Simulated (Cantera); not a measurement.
Input (Python, Cantera):

```python
import numpy as np
import cantera as ct

gas = ct.Solution("gri30.yaml", transport_model="multicomponent")
show = ['CH4', 'H', 'OH']

rows = []
print(f"{'T/K':>7s}{'rho':>11s}{'cp':>10s}{'mu':>11s}{'lambda':>11s}{'Pr':>7s}" + "".join(f"{'D_' + s:>11s}" for s in show))
for T in [400, 650, 900, 1150, 1400, 1650, 1900, 2150, 2400]:
    gas.TPX = T, 101325, {'N2': 0.68}
    Pr = gas.cp_mass * gas.viscosity / gas.thermal_conductivity
    D = [gas.mix_diff_coeffs_mole[gas.species_index(s)] for s in show]
    rows.append([gas.density, gas.cp_mass, gas.viscosity, gas.thermal_conductivity, Pr, *D])
    print(f"{T:7g}{gas.density:11.4e}{gas.cp_mass:10.1f}{gas.viscosity:11.4e}"
          f"{gas.thermal_conductivity:11.4e}{Pr:7.3f}" + "".join(f"{d:11.4e}" for d in D))
print("SI units: kg/m3, J/kg/K, Pa s, W/m/K, m2/s")
```

It prints:

```
    T/K        rho        cp         mu     lambda     Pr      D_CH4        D_H       D_OH
    400 8.5349e-01    1046.6 2.2340e-05 3.2949e-02  0.710 3.7331e-05 2.0334e-04 5.2347e-05
    650 5.2522e-01    1084.0 3.1222e-05 4.7935e-02  0.706 8.6082e-05 4.6920e-04 1.1922e-04
    900 3.7933e-01    1147.0 3.8733e-05 6.2946e-02  0.706 1.4904e-04 8.1260e-04 2.0548e-04
   1150 2.9687e-01    1195.4 4.5455e-05 7.7002e-02  0.706 2.2458e-04 1.2246e-03 3.0895e-04
   1400 2.4385e-01    1230.7 5.1644e-05 9.0086e-02  0.706 3.1164e-04 1.6994e-03 4.2823e-04
   1650 2.0691e-01    1257.7 5.7439e-05 1.0241e-01  0.705 4.0944e-04 2.2328e-03 5.6228e-04
   1900 1.7968e-01    1278.0 6.2924e-05 1.1403e-01  0.705 5.1741e-04 2.8217e-03 7.1030e-04
   2150 1.5879e-01    1293.2 6.8156e-05 1.2502e-01  0.705 6.3506e-04 3.4633e-03 8.7161e-04
   2400 1.4225e-01    1304.5 7.3175e-05 1.3543e-01  0.705 7.6200e-04 4.1556e-03 1.0457e-03
SI units: kg/m3, J/kg/K, Pa s, W/m/K, m2/s
```

Model: GRI-Mech 3.0 (53 species, 325 reactions), integrated in Cantera.
